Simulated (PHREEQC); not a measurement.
## Metal-bearing waste water: speciation

Solution (25 °C): 5.8 mmol/kgw CuSO4, 0.036 mmol/kgw CaCl2 and 22 mmol/kgw NaH2PO4. Closed to the air; pH follows from the charge balance.

Equilibrium calculation in PHREEQC: ion-association model, wateq4f.dat.

This is a speciation only: nothing precipitates in the calculation.

Q: Estimate the pH.

A: pH 4.61.

Q: In which forms is Cu present?

A: Cu+2 82 %, CuSO4 18 % of the Cu.

Saturation is exceeded, for instance for Cu3(PO4)2:3H2O; the values hold only as long as no solid forms. H3PO4, which wateq4f.dat lacks, is added to it with the constant of phreeqc.dat. The database has no phosphate complexes of Cu.
